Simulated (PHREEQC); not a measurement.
A solution holds 0.022 mol CaCl2, 0.0036 mol CO2 and 0.0025 mol KCl per kg of water, at 37 °C. Closed to the air; pH follows from the charge balance.

Computed with PHREEQC (ion-association model, phreeqc.dat).

Precipitation was switched off in this run.

Problem. Predict the pH.

Solution. pH 4.34.

Problem. In which forms is C present?

Solution. CO2 98 %, HCO3- 1.3 % of the C.

Complexes and solids missing from the database can't appear. Away from 25 °C the constants follow the database's enthalpies or fits; those with neither stay at their 25 °C values.
